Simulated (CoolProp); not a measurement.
Vapour-liquid equilibrium of CH2F2 (R32) (1) + R227EA (2) at 174.6 K; x and y are mole fractions of (1).

Model: multi-fluid Helmholtz-energy mixture model, Tillner-Roth 1997 and Lemmon 2016; pair parameters Bell 2016, in CoolProp.

```json
[
 {"x": "0.05", "bubble pressure (bar)": "0.007221", "y at the bubble point": "0.553", "dew pressure at overall composition x (bar)": "0.003563", "liquid density (mol/L)": "10.94"},
 {"x": "0.15", "bubble pressure (bar)": "0.01477", "y at the bubble point": "0.804", "dew pressure at overall composition x (bar)": "0.003961", "liquid density (mol/L)": "11.70"},
 {"x": "0.25", "bubble pressure (bar)": "0.02137", "y at the bubble point": "0.879", "dew pressure at overall composition x (bar)": "0.004460", "liquid density (mol/L)": "12.57"},
 {"x": "0.35", "bubble pressure (bar)": "0.02659", "y at the bubble point": "0.912", "dew pressure at overall composition x (bar)": "0.005103", "liquid density (mol/L)": "13.55"},
 {"x": "0.45", "bubble pressure (bar)": "0.03045", "y at the bubble point": "0.931", "dew pressure at overall composition x (bar)": "0.005962", "liquid density (mol/L)": "14.67"},
 {"x": "0.55", "bubble pressure (bar)": "0.03326", "y at the bubble point": "0.943", "dew pressure at overall composition x (bar)": "0.007170", "liquid density (mol/L)": "15.97"},
 {"x": "0.65", "bubble pressure (bar)": "0.03543", "y at the bubble point": "0.952", "dew pressure at overall composition x (bar)": "0.008992", "liquid density (mol/L)": "17.49"},
 {"x": "0.75", "bubble pressure (bar)": "0.03737", "y at the bubble point": "0.960", "dew pressure at overall composition x (bar)": "0.01206", "liquid density (mol/L)": "19.28"},
 {"x": "0.85", "bubble pressure (bar)": "0.03943", "y at the bubble point": "0.971", "dew pressure at overall composition x (bar)": "0.01826", "liquid density (mol/L)": "21.45"},
 {"x": "0.95", "bubble pressure (bar)": "0.04192", "y at the bubble point": "0.988", "dew pressure at overall composition x (bar)": "0.03503", "liquid density (mol/L)": "24.10"}
]
```

No azeotrope shows between x = 0.05 and 0.95.

The pair parameters rest on a limited set of measurements; away from them the model extrapolates. With so large a gap from Raoult's law the liquid may split in two, which this calculation doesn't test in full.
